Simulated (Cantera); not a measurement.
An isothermal, constant-pressure homogeneous reactor starts with 19.6 % C2H6, 80.4 % N2, at 1873 K and 0.000270 bar.

Model: GRI-Mech 3.0 (53 species, 325 reactions), integrated in Cantera. GRI-Mech 3.0 stops at C3 and has no aromatics, soot or wall deposition, so with more carbon than oxygen in the feed, carbon stays in small species such as C2H2 where larger ones or solid carbon would form. Radical loss at walls, strong at low pressure, is not modelled.

One state of this run: x C2H6 = <1e-12; x C2H = 0.000103; x C2H4 = 1.77e-7; x CH3 = 1.99e-7; x CH4 = 1.59e-7; x C2H2 = 0.139. x: mole fraction; the columns are a selection and need not sum to one.

Problem. Which value of t (s) does it belong to?
(A) 200
(B) 0.00149
(C) 3.90
(D) 0.283

Solution. A, 200
